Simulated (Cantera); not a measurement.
Cantera run, input and output.

```python
import numpy as np
import cantera as ct

gas = ct.Solution("gri30.yaml")
gas.TPX = 1025, 2666, {'H2': 0.014, 'O2': 1}
reactor = ct.IdealGasConstPressureReactor(gas, energy="off", clone=False)
net = ct.ReactorNet([reactor])
net.rtol, net.atol = 1e-08, 1e-18
show = ['H2', 'O2', 'H', 'H2O2', 'O', 'OH', 'H2O']
times = np.geomspace(4e-05, 50, 13)

steps = ct.SolutionArray(gas, extra=["t"])
rows = []
print(f"{'t/s':>10s}{'T/K':>9s}{'P/Pa':>11s}" + "".join(f"{s:>11s}" for s in show))
for t in times:
    while net.time < t:
        t_next = net.step()
        steps.append(gas.state, t=t_next)
    rows.append([np.interp(t, steps.t, y) for y in (steps.T, steps.P, *steps(*show).X.T)])
    print(f"{t:10.3e}{rows[-1][0]:9.1f}{rows[-1][1]:11.4g}" + "".join(f"{x:11.3e}" for x in rows[-1][2:]))
rate = np.gradient(steps.T, steps.t)
print("integrator steps:", len(steps.t))
if steps.T.max() > steps.T[0] + 200:
    print(f"time of steepest temperature rise: {steps.t[rate.argmax()]:.4e} s")
gas.TPX = 1025, 2666, {'H2': 0.014, 'O2': 1}
gas.equilibrate("TP")
print(f"equilibrium (TP): T = {gas.T:.1f} K  " + "  ".join(f"{s} {gas[s].X[0]:.3e}" for s in show))
```

Output:

```
       t/s      T/K       P/Pa         H2         O2          H       H2O2          O         OH        H2O
 4.000e-05   1025.0       2666  1.381e-02  9.862e-01  1.501e-11  1.579e-16  5.947e-12  5.631e-12  4.911e-13
 1.289e-04   1025.0       2666  1.381e-02  9.862e-01  3.296e-11  1.648e-15  4.375e-11  3.682e-11  1.132e-11
 4.152e-04   1025.0       2666  1.381e-02  9.862e-01  9.726e-11  1.733e-14  3.175e-10  2.085e-10  2.086e-10
 1.337e-03   1025.0       2666  1.381e-02  9.862e-01  1.330e-09  1.962e-13  6.320e-09  3.481e-09  7.136e-09
 4.309e-03   1025.0       2666  1.378e-02  9.862e-01  3.879e-06  1.167e-10  1.885e-05  1.023e-05  2.330e-05
 1.388e-02   1025.0       2666  1.389e-04  9.804e-01  5.486e-04  7.909e-08  5.232e-03  5.099e-04  1.319e-02
 4.472e-02   1025.0       2666  1.883e-05  9.846e-01  5.654e-05  4.965e-08  1.351e-03  2.055e-04  1.374e-02
 1.441e-01   1025.0       2666  2.564e-06  9.859e-01  3.148e-06  3.670e-08  1.990e-04  7.777e-05  1.386e-02
 4.642e-01   1025.0       2666  2.792e-07  9.861e-01  1.351e-07  1.855e-08  2.423e-05  2.743e-05  1.389e-02
 1.495e+00   1025.0       2666  3.364e-08  9.861e-01  6.973e-09  6.181e-09  3.336e-06  1.028e-05  1.390e-02
 4.817e+00   1025.0       2666  5.326e-09  9.861e-01  5.267e-10  1.694e-09  5.954e-07  4.352e-06  1.390e-02
 1.552e+01   1025.0       2666  1.101e-09  9.861e-01  5.551e-11  4.619e-10  1.329e-07  2.054e-06  1.390e-02
 5.000e+01   1025.0       2666  2.724e-10  9.861e-01  7.271e-12  1.316e-10  3.432e-08  1.042e-06  1.390e-02
integrator steps: 1689
equilibrium (TP): T = 1025.0 K  H2 1.561e-11  O2 9.861e-01  H 1.061e-13  H2O2 8.675e-12  O 2.020e-09  OH 2.523e-07  H2O 1.390e-02
```

Computed with Cantera and GRI-Mech 3.0 (53 species, 325 reactions). Radical loss at walls, strong at low pressure, is not modelled.
